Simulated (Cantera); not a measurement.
Feed: 1 mol MgCl2, a varied amount of H2O, 11 mol N2, 0.052 mol HCl, at 1825 K and 1.00 bar.

Method: chemical equilibrium by Gibbs-energy minimisation in Cantera with the NASA 1993 tables (ideal gas, pure condensed phases). Candidate condensed phases: H2O, Mg, MgCl2, MgO, Mg(OH)2, NH4Cl; 38 gas species. Kinetics and transport are ignored.

Problem. What share of the Mg ends up in condensed phases as a function of n(H2O) (mol), at 0.3, 0.38, 0.49, 0.63, 0.82, 1, 1.3, 1.7, 2.2, 2.9, 3.7?

Solution. 
| n(H2O) (mol) | Mg condensed (%) | as |
|---|---|---|
| 0.3 | 28.0 | MgO(s) |
| 0.38 | 34.7 | MgO(s) |
| 0.49 | 43.2 | MgO(s) |
| 0.63 | 52.9 | MgO(s) |
| 0.82 | 63.4 | MgO(s) |
| 1 | 71.0 | MgO(s) |
| 1.3 | 79.3 | MgO(s) |
| 1.7 | 85.6 | MgO(s) |
| 2.2 | 89.8 | MgO(s) |
| 2.9 | 92.8 | MgO(s) |
| 3.7 | 94.6 | MgO(s) |
